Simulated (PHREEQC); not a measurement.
Consider water at 25 °C with 0.038 mol HCl and 0.0014 mol FeSO4 per kg of water. Closed to the air; pH follows from the charge balance.

Equilibrium calculation in PHREEQC: ion-association model, wateq4f.dat.

| quantity | before | after |
|---|---|---|
| pH | 1.50 | 1.20 |
| ionic strength (mol/kgw) | 0.0416 | 0.0793 |
| HSO4- (mol/kgw) | 0.000880 | 0.00104 |
| SO4-2 (mol/kgw) | 0.000485 | 0.000338 |

Problem. Name the change that produced these shifts.
A) 0.017 mol/kgw Na2SO4 added
B) FeSO4 replaced by NaHSO4 at the same molality
C) HCl replaced by CdCl2 at the same molality
D) HCl from 0.038 to 0.076 mol/kgw
E) FeSO4 from 0.0014 to 0.014 mol/kgw

Solution. D, HCl from 0.038 to 0.076 mol/kgw

No solid was allowed to form.
